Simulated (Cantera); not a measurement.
A Cantera script and what it prints.

```python
import numpy as np
import cantera as ct

gas_names = """
    H HO2 H2 H2O H2O2 O OH O2 O3 Pb PbO Pb2
""".split()
cond_names = """
    H2O(s) H2O(L) Pb(cr) Pb(L) PbO(rd) PbO(yw) PbO(L) PbO2(s) Pb3O4(s)
""".split()


def load(file, names, dense=False):
    # The tables refer to 1 bar. Condensed volumes are neglected.
    table = {s.name: s for s in ct.Species.list_from_file(file)}
    out = []
    for n in names:
        d = dict(table[n].input_data)
        d["thermo"] = dict(d["thermo"], **{"reference-pressure": 1e5})
        if dense:
            d["equation-of-state"] = {"model": "constant-volume", "density": "1e6 g/cm^3"}
        out.append(ct.Species.from_dict(d))
    return out


gas = ct.Solution(thermo="ideal-gas", species=load("nasa_gas.yaml", gas_names))
cond = {s.name: ct.Solution(thermo="fixed-stoichiometry", species=[s], name=s.name)
        for s in load("nasa_condensed.yaml", cond_names, dense=True)}
atoms = {
    'PbO': {'Pb': 1, 'O': 1},
    'O2': {'O': 2},
    'H2': {'H': 2},
}
top_T = {'Pb3O4(s)': 820}  # K; cautious upper limits of use, not melting points


def equilibrate(T, P, feed):
    n = {}
    for name, mol in feed.items():
        for a, k in atoms[name].items():
            n[a] = n.get(a, 0.0) + k * mol
    gas.TPX = T, P, n
    mass = sum(n.values()) * gas.mean_molecular_weight
    gas.equilibrate("TP")
    valid = [c for c in cond.values() if c.min_temp <= T <= top_T.get(c.name, c.max_temp)]
    mix = ct.Mixture([(gas, mass / gas.mean_molecular_weight)] + [(c, 0.0) for c in valid])
    mix.T, mix.P = T, P
    mix.equilibrate("TP", solver="vcs", rtol=1e-11, max_steps=5000)
    return mix


results = []
feed = {'PbO': 1, 'O2': 0.016, 'H2': 0.15}  # mol
P = 133.322  # Pa
for T in [923, 998, 1073, 1148, 1223, 1298, 1373]:
    mix = equilibrate(T, P, feed)
    results.append((T, P, feed, dict(zip(mix.species_names, mix.species_moles))))

top = {s: max(r[3][s] / sum(r[3][g] for g in gas_names) for r in results) for s in gas_names}
cols = sorted((s for s in top if top[s] > 1e-06), key=lambda s: -top[s])[:7]
seen = [c for c in cond_names if any(r[3].get(c, 0) > 1e-12 for r in results)]
print("log10 of partial pressures in bar; condensed amounts in mol")
print(f"{'T/K':>10s}" + "".join(f"{s[:9]:>10s}" for s in cols + seen))
for T, P, feed, n in results:
    ng = sum(n[g] for g in gas_names)
    print(f"{T:10.4g}" + "".join(f"{np.log10(max(n[s] / ng * P / 1e5, 1e-99)):10.3f}" for s in cols)
          + "".join(f"{n.get(c, 0):10.4g}" for c in seen))
```

Result:

```
log10 of partial pressures in bar; condensed amounts in mol
       T/K       H2O       PbO        Pb        O2        H2        OH       Pb2     Pb(L)   PbO(yw)    PbO(L)
       923    -2.876    -7.725    -5.596   -14.356    -6.836   -12.005   -11.641    0.1177     0.882         0
       998    -2.880    -6.545    -4.810   -12.499    -6.715   -10.852   -10.325    0.1162     0.882         0
      1073    -2.901    -5.536    -4.136   -10.908    -6.624    -9.870    -9.198    0.1093    0.8817         0
      1148    -2.987    -4.664    -3.553    -9.530    -6.608    -9.051    -8.223   0.07721    0.8789         0
      1223    -3.164    -3.965    -3.268    -7.996    -6.858    -8.302    -7.823         0         0    0.8583
      1298    -3.301    -3.361    -3.402    -5.897    -7.429    -7.444    -8.241         0         0    0.7505
      1373    -3.777    -3.056    -3.628    -4.283    -8.164    -6.921    -8.826         0         0         0
```

These are equilibrium values from Cantera (NASA tables, ideal gas, pure condensed phases), not measurements of a reactor. Mutual solubility and eutectic melting of coexisting phases are not modelled. Gases not in the tables: (PbO)n polymers.
